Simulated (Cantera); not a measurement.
A Cantera script and what it prints.

```python
import numpy as np
import cantera as ct

gas_names = [...]  # 113 gases of nasa_gas.yaml made of C, H, O, Ti
cond_names = """
    C(gr) C6H6(L) C7H8(L) C8H18(L),n-octa H2O(s) H2O(L) Ti(a) Ti(b) Ti(L) TiC(s) TiC(L) TiO(a) TiO(b)
    TiO(L) TiO2(ru) TiO2(L) Ti2O3(a) Ti2O3(b) Ti2O3(L) Ti3O5(a) Ti3O5(b) Ti3O5(L) Ti4O7(s) Ti4O7(L)
""".split()


# ... load() reads the species with a 1 bar reference pressure and builds the phases ...
atoms = {
    'Ti(OiPr)4': {'Ti': 1, 'C': 12, 'H': 28, 'O': 4},
    'CH4': {'C': 1, 'H': 4},
}
top_T = {'C(gr)': 4500}  # K; cautious upper limits of use, not melting points


# ... equilibrate(T, P, feed) seeds the gas with the atoms and calls Mixture.equilibrate('TP', solver="vcs", rtol=1e-11, max_steps=5000) ...
results = []
feed = {'Ti(OiPr)4': 1, 'CH4': 2.6}  # mol
P = 1000  # Pa
for T in [1073, 1123, 1173, 1223, 1273, 1323, 1373, 1423, 1473, 1523, 1573, 1623, 1673, 1723]:
    mix = equilibrate(T, P, feed)
    results.append((T, P, feed, dict(zip(mix.species_names, mix.species_moles))))

top = {s: max(r[3][s] / sum(r[3][g] for g in gas_names) for r in results) for s in gas_names}
cols = sorted((s for s in top if top[s] > 1e-05), key=lambda s: -top[s])[:7]
seen = [c for c in cond_names if any(r[3].get(c, 0) > 1e-12 for r in results)]
print("log10 of partial pressures in bar; condensed amounts in mol")
print(f"{'T/K':>10s}" + "".join(f"{s[:9]:>10s}" for s in cols + seen))
for T, P, feed, n in results:
    ng = sum(n[g] for g in gas_names)
    print(f"{T:10.4g}" + "".join(f"{np.log10(max(n[s] / ng * P / 1e5, 1e-99)):10.3f}" for s in cols)
          + "".join(f"{n.get(c, 0):10.4g}" for c in seen))
```

It prints:

```
log10 of partial pressures in bar; condensed amounts in mol
       T/K        H2        CO         H       CH4       H2O C2H2,acet       CO2     C(gr)    TiC(s)  Ti3O5(b)  Ti4O7(s)
      1073    -2.048    -2.980    -8.878    -5.434    -5.914   -10.192    -6.811     12.35         0         0      0.25
      1123    -2.048    -2.979    -8.395    -5.629    -6.208    -9.706    -7.178     12.35         0         0      0.25
      1173    -2.050    -2.965    -7.953    -5.811    -6.465    -9.263    -7.485     12.26         0    0.3333         0
      1223    -2.082    -2.763    -7.563    -6.040    -6.543    -8.887    -7.388     9.599         1         0         0
      1273    -2.082    -2.763    -7.188    -6.192    -6.770    -8.512    -7.670     9.599         1         0         0
      1323    -2.082    -2.763    -6.841    -6.332    -6.981    -8.166    -7.930     9.599         1         0         0
      1373    -2.082    -2.763    -6.519    -6.462    -7.175    -7.845    -8.170     9.599         1         0         0
      1423    -2.082    -2.763    -6.219    -6.584    -7.356    -7.547    -8.393     9.599         1         0         0
      1473    -2.082    -2.763    -5.939    -6.697    -7.525    -7.269    -8.599     9.599         1         0         0
      1523    -2.082    -2.763    -5.677    -6.802    -7.682    -7.010    -8.792     9.599         1         0         0
      1573    -2.082    -2.764    -5.432    -6.901    -7.829    -6.767    -8.971     9.599         1         0         0
      1623    -2.083    -2.764    -5.202    -6.994    -7.967    -6.540    -9.139     9.598         1         0         0
      1673    -2.083    -2.764    -4.985    -7.081    -8.096    -6.327    -9.297     9.598         1         0         0
      1723    -2.083    -2.764    -4.781    -7.163    -8.218    -6.126    -9.444     9.596         1         0         0
```

Equilibrium computed with Cantera from the NASA thermochemical tables; the gas is ideal and each condensed phase is pure. The feed counts by its element totals alone. TiC: taken at fixed stoichiometry. Condensed phases not in the tables: Magnéli phases beyond Ti4O7.
